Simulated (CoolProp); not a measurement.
Vapour-liquid equilibrium of toluene (1) + ethylbenzene (2) at 183 kPa; x and y are mole fractions of (1).

The numbers come from the multi-fluid Helmholtz-energy mixture model, Lemmon 2006 and Zhou 2012; pair parameters Bell 2016 in CoolProp.

### Question
Give the bubble temperature and the first vapour's composition at x = 0.55, 0.65, 0.75. Is there an azeotrope?

### Answer
x = 0.55: 416.7 K, y = 0.688; x = 0.65: 414.2 K, y = 0.773; x = 0.75: 411.7 K, y = 0.849. No azeotrope shows between x = 0.05 and 0.95.

Pair parameters are fitted to limited data, so mixtures are less certain than the pure fluids.
